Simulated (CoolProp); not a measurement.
Saturated liquid density (kg/m³) of hexamethyldisiloxane (MM): the reference equation beside estimates from Tc = 518.7 K, pc = 1931 kPa, ω = 0.418. Rackett uses Z = 0.29056 − 0.08775 ω.

Model: reference Helmholtz-energy equation of state, Thol 2016, in CoolProp.

```tsv
T (K)	reference	Rackett	van der Waals
406.9	[?]	693.4	381.6
415.1	621.1	680.3	374.6
423.3	609.3	666.8	[?]
431.5	597.1	652.6	[?]
439.7	584.3	[?]	351.6
447.9	570.8	622.3	343.1
456.1	556.5	605.8	334.1
464.3	541.2	588.2	324.4
472.5	[?]	569.2	314.0
```

Question: Fill in the missing entries.

Answer: 
- 406.9, reference: 632.4
- 423.3, van der Waals: 367.3
- 431.5, van der Waals: 359.6
- 439.7, Rackett: 637.8
- 472.5, reference: 524.7

Absolute difference from the reference over all 9 rows, mean and median: Rackett 9.1 and 9.2 %, van der Waals 39.9 and 39.8 %.
